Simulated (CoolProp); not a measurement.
Vapour-liquid equilibrium of R143a (1) + dimethyl ether (2) at 258.1 K; x and y are mole fractions of (1).

The numbers come from the multi-fluid Helmholtz-energy mixture model, Lemmon and Jacobsen 2000 and Wu 2011; pair parameters Bell 2016 in CoolProp.

Question: Give the bubble pressure and the first vapour's composition at x = 0.05, 0.35, 0.5. Is there an azeotrope?

Answer: x = 0.05: 1.659 bar, y = 0.125; x = 0.35: 2.402 bar, y = 0.566; x = 0.5: 2.733 bar, y = 0.696. No azeotrope shows between x = 0.05 and 0.95.

Pair parameters are fitted to limited data, so mixtures are less certain than the pure fluids.
